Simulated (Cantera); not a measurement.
An isothermal, constant-pressure homogeneous reactor starts with CH4 : CO2 : H2 = 1 : 0.54 : 0.21 (molar parts), at 1450 K and 1.00 atm. Integrator tolerance rtol = 1e-08.

Computed with Cantera and GRI-Mech 3.0 (53 species, 325 reactions). GRI-Mech 3.0 stops at C3 and has no aromatics, soot or wall deposition, so with more carbon than oxygen in the feed, carbon stays in small species such as C2H2 where larger ones or solid carbon would form.

### Question
What does this change do: CH4 1 to 0.11 parts?

### Answer
```csv
quantity,before,after
x(CH4) at 1.00 s,0.321 (gas-phase equilibrium 0.0895),0.0924 (gas-phase equilibrium 1.12e-7)
x(CO2) at 1.00 s,0.183 (gas-phase equilibrium 1.35e-6),0.426 (gas-phase equilibrium 0.190)
x(H2) at 1.00 s,0.258 (gas-phase equilibrium 0.519),0.102 (gas-phase equilibrium 0.190)
x(C2H2) at 1.00 s,0.0704 (gas-phase equilibrium 0.0255),0.0140 (gas-phase equilibrium <1e-12)
x(CO) at 1.00 s,0.0792 (gas-phase equilibrium 0.360),0.183 (gas-phase equilibrium 0.412)
x(C2H6) at 1.00 s,0.000252 (gas-phase equilibrium 4.27e-5),7.17e-5 (gas-phase equilibrium <1e-12)
x(H2O) at 1.00 s,0.0775 (gas-phase equilibrium 4.64e-6),0.181 (gas-phase equilibrium 0.208)
```

### Question
What does this change do: temperature 1450 to 1700 K?

### Answer
```
quantity                                             before                                    after
-----------------  ----------------------------------------  ---------------------------------------
x(CH4) at 1.00 s       0.321 (gas-phase equilibrium 0.0895)    0.0202 (gas-phase equilibrium 0.0144)
x(CO2) at 1.00 s      0.183 (gas-phase equilibrium 1.35e-6)  0.00735 (gas-phase equilibrium 4.15e-7)
x(H2) at 1.00 s         0.258 (gas-phase equilibrium 0.519)      0.542 (gas-phase equilibrium 0.588)
x(C2H2) at 1.00 s     0.0704 (gas-phase equilibrium 0.0255)    0.0894 (gas-phase equilibrium 0.0620)
x(CO) at 1.00 s        0.0792 (gas-phase equilibrium 0.360)      0.292 (gas-phase equilibrium 0.334)
x(C2H6) at 1.00 s  0.000252 (gas-phase equilibrium 4.27e-5)  4.25e-6 (gas-phase equilibrium 2.40e-6)
x(H2O) at 1.00 s     0.0775 (gas-phase equilibrium 4.64e-6)   0.0461 (gas-phase equilibrium 2.50e-6)
```
